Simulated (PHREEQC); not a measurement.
NaOH is added in steps, without added water, to 1 kg of water holding 0.074 mol HF, 6e-05 mol NH3 and 0.00055 mol NaCl, at 25 °C. Oxygen is held at 0.21 atm. CO2 is held at log p = -2 (atm). Solids allowed: Halite. Others were left out.

Base run: PHREEQC, ion-association model, phreeqc.dat. Each further column changes one thing. The table gives HCO3- (mol/kgw).

| NaOH added (mol) | base | NaCl from 0.00055 to 0.00275 mol/kgw | HF left out | NH3 replaced by NH4HCO3 at the same molality | no solid may form |
|---|---|---|---|---|---|
| 0 | 2.26e-8 | 2.28e-8 | 6.25e-5 | 2.26e-8 | 2.26e-8 |
| 0.02813 | 1.39e-7 | 1.39e-7 | 0.0271 | 1.39e-7 | 1.39e-7 |
| 0.04688 | 4.13e-7 | 4.13e-7 | 0.0437 | 4.13e-7 | 4.13e-7 |
| 0.075 | 0.00105 | 0.00105 | 0.0666 | 0.00105 | 0.00105 |
| 0.1031 | 0.0270 | 0.0269 | 0.0872 | 0.0270 | 0.0270 |
| 0.1219 | 0.0428 | 0.0428 | 0.0998 | 0.0428 | 0.0428 |
| 0.15 | 0.0645 | 0.0645 | 0.117 | 0.0645 | 0.0645 |
